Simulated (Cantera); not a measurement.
Input: 1 mol B2H6, 0.56 mol H2O, at 79.0 Pa.

Equilibrium computed with Cantera from the NASA thermochemical tables; the gas is ideal and each condensed phase is pure. Candidate condensed phases: B, B2O3, B3O3H3, H2O; 23 gas species. The feed counts by its element totals alone. The tables' values for BH2 are old estimates; treat these amounts as uncertain. Kinetics and transport are ignored.

x: gas mole fraction; n: condensed amount in mol.

| T (°C) | x H2 | x H | x BO | x HBO | x B2O2 | x B | x B2O3 | n B(s) |
|---|---|---|---|---|---|---|---|---|
| 1200 | 0.898 | 0.000427 | 0.000789 | 0.0612 | 0.0335 | 1.08e-9 | 0.00501 | 1.46 |
| 1275 | 0.893 | 0.00104 | 0.00190 | 0.0674 | 0.0335 | 9.79e-9 | 0.00277 | 1.45 |
| 1350 | 0.888 | [?] | [?] | 0.0720 | 0.0320 | [?] | [?] | 1.45 |
| 1425 | 0.882 | 0.00483 | 0.00821 | 0.0747 | 0.0295 | 4.46e-7 | 0.000826 | 1.44 |
| 1500 | 0.873 | 0.00946 | 0.0150 | 0.0753 | 0.0260 | 2.36e-6 | 0.000440 | 1.44 |
| 1575 | 0.862 | 0.0175 | 0.0251 | 0.0732 | 0.0216 | 1.09e-5 | 0.000223 | 1.44 |
| 1650 | 0.845 | 0.0308 | 0.0387 | 0.0678 | 0.0167 | 4.45e-5 | 0.000104 | 1.44 |
| 1725 | 0.822 | 0.0517 | 0.0543 | 0.0593 | 0.0117 | 0.000163 | 4.33e-5 | 1.43 |
| 1800 | 0.789 | 0.0831 | 0.0697 | 0.0488 | 0.00739 | 0.000544 | 1.58e-5 | 1.43 |
| 1875 | 0.744 | [?] | [?] | [?] | [?] | [?] | [?] | 1.42 |
| 1950 | 0.683 | 0.188 | 0.0904 | 0.0275 | 0.00224 | 0.00473 | 1.49e-6 | 1.40 |
| 2025 | 0.605 | 0.265 | 0.0937 | 0.0190 | 0.00111 | 0.0125 | 4.05e-7 | 1.36 |

### Question
What belongs in the gaps?

### Answer

- 1875, x H: 0.128
- 1875, x BO: 0.0823
- 1875, x HBO: 0.0377
- 1875, x B2O2: 0.00423
- 1875, x B: 0.00167
- 1875, x B2O3: 5.11e-6
- 1350, x H: 0.00232
- 1350, x BO: 0.00414
- 1350, x B: 7.23e-8
- 1350, x B2O3: 0.00152
